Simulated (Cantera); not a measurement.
Input: 1 mol SiC, 0.14 mol H2, equilibrated at 2652 °C and 0.100 bar.

These are equilibrium values from Cantera (NASA tables, ideal gas, pure condensed phases), not measurements of a reactor. Candidate condensed phases: C, C6H6, C7H8, C8H18, Si, SiC; 87 gas species. Gases not in the tables: Si2H6 and higher silanes. Rates play no part.

Problem. What is the equilibrium state?

Solution. 
```
Property                              Value
--------------------------------  ---------
x(Si)                                 0.385
x(SiC2)                               0.280
x(Si2C)                               0.132
x(H)                                  0.107
x(H2)                                0.0736
x(Si2)                              0.00937
x(SiH)                              0.00500
x(C2H2 (acetylene))                 0.00366
x(C3)                               0.00137
n(C(graphite))                    0.261 mol
gas amount                        1.046 mol
log10 activity of Si(l) (absent)      -0.27
```
